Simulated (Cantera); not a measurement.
## Premixed flame

A freely propagating, adiabatic, planar premixed flame of H2 : O2 : N2 = 1 : 0.515 : 1.94 (molar parts), unburnt at 675 K and 1.01 bar; mixture-averaged transport, grid criteria slope 0.08 and curve 0.16, no radiation.

Cantera simulation using the H2/O2 subset of GRI-Mech 3.0, which has no nitrogen chemistry; the numbers are that mechanism's predictions, not measurements. Burning velocities carry a grid error of a few per cent, more on coarse grids.

```json
[
 {"z (mm)": "-1.46", "T (K)": "675", "u (m/s)": "9.13", "x H2": "0.289", "x O2": "0.149", "x O": "<1e-8", "x H": "<1e-8", "x H2O2": "<1e-8", "x OH": "<1e-8"},
 {"z (mm)": "-0.975", "T (K)": "675", "u (m/s)": "9.13", "x H2": "0.289", "x O2": "0.149", "x O": "<1e-8", "x H": "<1e-8", "x H2O2": "<1e-8", "x OH": "<1e-8"},
 {"z (mm)": "-0.731", "T (K)": "675", "u (m/s)": "9.13", "x H2": "0.289", "x O2": "0.149", "x O": "<1e-8", "x H": "<1e-8", "x H2O2": "<1e-8", "x OH": "<1e-8"},
 {"z (mm)": "-0.488", "T (K)": "675", "u (m/s)": "9.13", "x H2": "0.289", "x O2": "0.149", "x O": "<1e-8", "x H": "9.74e-8", "x H2O2": "<1e-8", "x OH": "<1e-8"},
 {"z (mm)": "-0.244", "T (K)": "684", "u (m/s)": "9.23", "x H2": "0.287", "x O2": "0.149", "x O": "7.90e-6", "x H": "0.000183", "x H2O2": "1.59e-6", "x OH": "3.45e-5"},
 {"z (mm)": "-0.122", "T (K)": "836", "u (m/s)": "11.1", "x H2": "0.260", "x O2": "0.145", "x O": "0.000353", "x H": "0.00584", "x H2O2": "8.14e-6", "x OH": "0.000679"},
 {"z (mm)": "0", "T (K)": "1262", "u (m/s)": "16.2", "x H2": "0.150", "x O2": "0.105", "x O": "0.00660", "x H": "0.0408", "x H2O2": "5.27e-6", "x OH": "0.00441"},
 {"z (mm)": "0.122", "T (K)": "1584", "u (m/s)": "20.0", "x H2": "0.0620", "x O2": "0.0475", "x O": "0.0143", "x H": "0.0620", "x H2O2": "2.90e-6", "x OH": "0.0119"},
 {"z (mm)": "0.244", "T (K)": "1736", "u (m/s)": "21.7", "x H2": "0.0481", "x O2": "0.0345", "x O": "0.0150", "x H": "0.0563", "x H2O2": "1.67e-6", "x OH": "0.0155"},
 {"z (mm)": "0.488", "T (K)": "1898", "u (m/s)": "23.5", "x H2": "0.0461", "x O2": "0.0297", "x O": "0.0132", "x H": "0.0437", "x H2O2": "8.89e-7", "x OH": "0.0183"},
 {"z (mm)": "0.975", "T (K)": "2067", "u (m/s)": "25.3", "x H2": "0.0433", "x O2": "0.0257", "x O": "0.0104", "x H": "0.0310", "x H2O2": "5.04e-7", "x OH": "0.0200"},
 {"z (mm)": "1.95", "T (K)": "2229", "u (m/s)": "26.9", "x H2": "0.0383", "x O2": "0.0217", "x O": "0.00742", "x H": "0.0202", "x H2O2": "3.32e-7", "x OH": "0.0202"},
 {"z (mm)": "3.90", "T (K)": "2369", "u (m/s)": "28.3", "x H2": "0.0318", "x O2": "0.0180", "x O": "0.00489", "x H": "0.0122", "x H2O2": "2.61e-7", "x OH": "0.0189"}
]
```
x: mole fraction of selected species; z is measured from the peak of heat release.

The laminar burning velocity is 913 cm/s and the thermal thickness is 0.488 mm. The peak x(O) comes out as 0.0152 and the peak x(H) is 0.0620. The peak x(H2O2) is 8.17e-6 and the peak x(OH) is 0.0203.
